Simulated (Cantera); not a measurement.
Input: 1 mol CH3SiH3, 510 mol H2, held at 2050 K and 13300 Pa.

Cantera equilibrium calculation (NASA polynomials, part measured and part estimated; ideal gas, pure solids and liquids). Candidate condensed phases: C, C6H6, C7H8, C8H18, Si, SiC; 87 gas species. The feed counts by its element totals alone. Gases not in the tables: Si2H6 and higher silanes. Kinetics and transport are ignored.

Base state: H2 0.994, H 0.00619, Si 0.000131, C2H2 (acetylene) 8.96e-5, SiH2 3.14e-5, SiH 2.88e-5, CH4 1.43e-5 (mole fractions); condensed: SiC(s).

**Question.** What changes in the equilibrium state with this change: temperature from 2050 K to 1923 K?

**Answer.** 
```
species             before    after
----------------  --------  -------
H2                   0.994    0.997
H                  0.00619  0.00258
Si                0.000131  2.65e-5
C2H2 (acetylene)   8.96e-5  1.73e-5
SiH                2.88e-5  7.90e-6
SiH2               3.14e-5  1.40e-5
CH4                1.43e-5  1.37e-5
SiC(s), mol          0.897    0.975
```

**Question.** What changes in the equilibrium state with this change: pressure from 13300 Pa to 480 Pa?

**Answer.** 
| species | before | after |
|---|---|---|
| H2 | 0.994 | 0.966 |
| H | 0.00619 | 0.0322 |
| Si | 0.000131 | 0.00130 |
| SiC2 | 5.76e-7 | 4.47e-5 |
| CH4 | 1.43e-5 | 1.36e-6 |
| Si2C | 4.40e-6 | 4.37e-5 |
| C2H2 (acetylene) | 8.96e-5 | 0.000680 |
| SiH2 | 3.14e-5 | 1.09e-5 |
| SiC(s), mol | 0.897 | 0.218 |
